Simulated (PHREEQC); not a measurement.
Dissolve 5.6 mmol/kgw ZnSO4, 8.7 mmol/kgw H3BO3 and 0.53 mmol/kgw H2SO4 at 25 °C. Closed to the air; pH follows from the charge balance.

All values are PHREEQC results (ion-association model, wateq4f.dat), not measurements.

```csv
quantity,before,after
pH,3.12,5.59
ionic strength (mol/kgw),0.0174,0.0164
SO4-2 (mol/kgw),0.00431,0.00405
HSO4- (mol/kgw),0.000216,6.89e-7
H2BO3- (mol/kgw),7.66e-9,2.27e-6
```

Problem. Name the change that produced these shifts.
A. ZnSO4 replaced by Li2SO4 at the same molality
B. H3BO3 from 0.0087 to 0.00957 mol/kgw
C. diluted 2-fold with water
D. H2SO4 from 0.00053 to 0.000583 mol/kgw
E. H2SO4 left out

Solution. E, H2SO4 left out

This is a speciation only: nothing precipitates in the calculation.
